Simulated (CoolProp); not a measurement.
The fluid at 419.17 K and 7.26 MPa is throttled through a valve to 2.13 MPa with no heat exchange. The same conditions are run with several fluids, on thermodynamics alone (safety and materials aside).

Model: reference Helmholtz-energy equation of state of each fluid (vinyl chloride: Thol 2022; hexamethyldisiloxane (MM): Thol 2016; R114: Platzer 1990; n-undecane: Aleksandrov 2011; n-perfluorohexane: Gao 2022), in CoolProp. The equations of Platzer and Polt are older, rougher fits.

### Question
Rank vinyl chloride, hexamethyldisiloxane (MM), R114, n-undecane, n-perfluorohexane by temperature change (K), highest first.

### Answer
n-undecane (+1.5), hexamethyldisiloxane (MM) (+0.7), n-perfluorohexane (-1.3), R114 (-24.7), vinyl chloride (-50.3)

```csv
fluid,final phase,final density (kg/m³)
vinyl chloride,"two-phase, vapour fraction 0.404",129
hexamethyldisiloxane (MM),liquid,624
R114,"two-phase, vapour fraction 0.353",393
n-undecane,liquid,645
n-perfluorohexane,liquid,1250
```
